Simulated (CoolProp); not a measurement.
Saturation properties of R113.

Model: reference Helmholtz-energy equation of state, Marx 1992, in CoolProp.

```json
[
 {"T (°C)": "20.15", "p (MPa)": "0.03690", "liquid density (kg/m³)": "1575", "enthalpy of vaporisation (kJ/kg)": "152.8"},
 {"T (°C)": "32.95", "p (MPa)": "0.06071", "liquid density (kg/m³)": "1544", "enthalpy of vaporisation (kJ/kg)": "148.9"},
 {"T (°C)": "45.75", "p (MPa)": "0.09531", "liquid density (kg/m³)": "1513", "enthalpy of vaporisation (kJ/kg)": "144.9"},
 {"T (°C)": "58.65", "p (MPa)": "0.1441", "liquid density (kg/m³)": "1480", "enthalpy of vaporisation (kJ/kg)": "140.7"},
 {"T (°C)": "71.45", "p (MPa)": "0.2098", "liquid density (kg/m³)": "1447", "enthalpy of vaporisation (kJ/kg)": "136.3"},
 {"T (°C)": "84.25", "p (MPa)": "0.2962", "liquid density (kg/m³)": "1413", "enthalpy of vaporisation (kJ/kg)": "131.6"},
 {"T (°C)": "97.05", "p (MPa)": "0.4072", "liquid density (kg/m³)": "1377", "enthalpy of vaporisation (kJ/kg)": "126.6"},
 {"T (°C)": "109.85", "p (MPa)": "0.5468", "liquid density (kg/m³)": "1339", "enthalpy of vaporisation (kJ/kg)": "121.2"},
 {"T (°C)": "122.65", "p (MPa)": "0.7194", "liquid density (kg/m³)": "1299", "enthalpy of vaporisation (kJ/kg)": "115.3"},
 {"T (°C)": "135.45", "p (MPa)": "0.9295", "liquid density (kg/m³)": "1257", "enthalpy of vaporisation (kJ/kg)": "108.9"},
 {"T (°C)": "148.25", "p (MPa)": "1.182", "liquid density (kg/m³)": "1210", "enthalpy of vaporisation (kJ/kg)": "101.7"}
]
```

It boils at 47.6 °C under 1 atm.
